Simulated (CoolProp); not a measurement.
Computed with CoolProp (reference Helmholtz-energy equation of state, Schroeder 2014).

Q: For ethanol, give the phase and the Z, expansivity (1/kK), viscosity (µPa s), conductivity (mW/(m K)) at 620 K and 7.83 MPa; 620 K and 12.5 MPa.

A: 
- 620 K and 7.83 MPa: supercritical; Z 0.828, expansivity 3.61, viscosity 21.3, conductivity 71.6
- 620 K and 12.5 MPa: supercritical; Z 0.695, expansivity 6.36, viscosity 26.9, conductivity 90.9

Viscosity comes from a separate model (Kiselev 2005). Thermal conductivity comes from a separate model (Assael 2013).
